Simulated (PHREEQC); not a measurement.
Synthetic water in mg/kgw, 25 °C, pH 1.98, pe 12.5: Na 156; K 3.71; Ca 560; Mg 81.8; Cl 319; S(6) as SO4 2550; Mn(2) 52.4; Ni 19.2.

Cl is adjusted to close the charge balance.
Valence states are taken as typed.

Equilibrium calculation in PHREEQC: ion-association model, wateq4f.dat.

Question: The ionic strength comes out as 0.0696 mol/kgw. What activity coefficients do KSO4-, NaSO4-, K+, SO4-2, Ni+2 get?

Answer: KSO4- 0.81, NaSO4- 0.81, K+ 0.79, SO4-2 0.42, Ni+2 0.41.

This is a speciation only: nothing precipitates in the calculation.
